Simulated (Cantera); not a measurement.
Charge: 1 mol SiO2, 8.3 mol CO, equilibrated at 2023 K and 6.30 bar.

These are equilibrium values from Cantera (NASA tables, ideal gas, pure condensed phases), not measurements of a reactor. Candidate condensed phases: C, Si, SiC, SiO2; 20 gas species. The tables hold silica as quartz up to 1696 K and as liquid above; real silica turns to tridymite and cristobalite and melts near 1996 K. The numbers say what is thermodynamically allowed, not how fast it happens.

Base state: CO 0.996, CO2 0.00187, SiO 0.00187 (mole fractions); condensed: SiO2(l).

Question: What changes in the equilibrium state with this change: temperature from 2023 K to 1398 K?

Answer: 
```csv
species,before,after
CO,0.996,0.989
CO2,0.00187,0.0108
SiO,0.00187,<1e-9
"SiO2(l), mol",0.984,0
"C(graphite), mol",0,0.0886
"SiO2(β-quartz), mol",0,1.00
```
